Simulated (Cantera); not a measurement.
Charge: 1 mol SiH₄, 4.2 mol HCl, 9.2 mol H₂, at 1475 K and 0.590 bar.

These are equilibrium values from Cantera (NASA tables, ideal gas, pure condensed phases), not measurements of a reactor. Candidate condensed phases: Si; 19 gas species. The tables' values for SiCl₃ are old estimates; treat these amounts as uncertain. Equilibrium is a limit: real reactors are often held back by kinetics, nucleation or transport.

Base state: H₂ 0.824, HCl 0.109, SiCl₂ 0.0386, SiCl₃ 0.0105, SiCl₄ 0.00967, SiHCl₃ 0.00690, SiH₂Cl₂ 0.000772, SiH₃Cl 2.52e-5 (mole fractions); condensed: gas only.

**Question.** What changes in the equilibrium state with this change: temperature from 1475 K to 1175 K?

**Answer.** 
```tsv
species	before	after
H₂	0.824	0.886
HCl	0.109	0.0443
SiCl₄	0.00967	0.0423
SiCl₂	0.0386	0.00242
SiCl₃	0.0105	0.00324
SiHCl₃	0.00690	0.0200
H	1.53e-5	1.50e-7
SiH₂Cl₂	0.000772	0.00121
SiH₃Cl	2.52e-5	1.98e-5
```

**Question.** What changes in the equilibrium state with this change: temperature from 1475 K to 1423.15 K?

**Answer.** 
| species | before | after |
|---|---|---|
| H₂ | 0.824 | 0.835 |
| HCl | 0.109 | 0.0977 |
| SiCl₂ | 0.0386 | 0.0310 |
| SiCl₄ | 0.00967 | 0.0146 |
| SiCl₃ | 0.0105 | 0.0107 |
| H | 1.53e-5 | 7.92e-6 |
| SiHCl₃ | 0.00690 | 0.00968 |
